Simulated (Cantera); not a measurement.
## Premixed flame

A freely propagating, adiabatic, planar premixed flame of CH₄ : CO : O₂ : N₂ = 1 : 0.14 : 3.09 : 11.6 (molar parts), equivalence ratio 0.67, unburnt at 400 K and 280000 Pa; mixture-averaged transport, grid criteria slope 0.08 and curve 0.16, no radiation.

Computed with Cantera and GRI-Mech 3.0 (53 species, 325 reactions). Burning velocities carry a grid error of a few per cent, more on coarse grids.

```csv
z (mm),T (K),u (m/s),x CH₄,x CO,x O₂,x N₂O,x CH₃,x CH₂O
-0.926,401,0.201,0.0631,0.00885,0.195,<1e-8,<1e-8,2.20e-7
-0.618,409,0.205,0.0626,0.00891,0.195,<1e-8,<1e-8,4.42e-6
-0.463,431,0.216,0.0614,0.00912,0.193,<1e-8,1.85e-8,2.15e-5
-0.309,538,0.271,0.0558,0.0103,0.185,2.13e-8,3.16e-7,0.000145
-0.154,926,0.468,0.0361,0.0153,0.153,1.40e-7,3.44e-5,0.000760
-0.0772,1264,0.640,0.0186,0.0202,0.121,2.94e-7,0.000290,0.000905
0,1593,0.806,0.00309,0.0218,0.0869,5.45e-7,0.000362,0.000314
0.0772,1730,0.871,8.03e-5,0.0130,0.0721,8.62e-7,1.52e-5,1.41e-5
0.154,1787,0.896,1.36e-6,0.00681,0.0681,1.08e-6,3.08e-7,2.73e-7
0.309,1837,0.918,<1e-8,0.00249,0.0659,1.24e-6,<1e-8,<1e-8
0.618,1865,0.931,<1e-8,0.000711,0.0651,1.10e-6,<1e-8,<1e-8
1.24,1875,0.935,<1e-8,0.000183,0.0650,5.80e-7,<1e-8,<1e-8
2.47,1877,0.936,<1e-8,8.34e-5,0.0650,2.96e-7,<1e-8,<1e-8
```
x: mole fraction of selected species; z is measured from the peak of heat release.

```json
{
  "laminar_burning_velocity": "20.0 cm/s",
  "thermal_thickness": "0.309 mm",
  "peak x(CH₃)": "0.000506",
  "peak x(CH₂O)": "0.000943",
  "grid_points": "136"
}
```
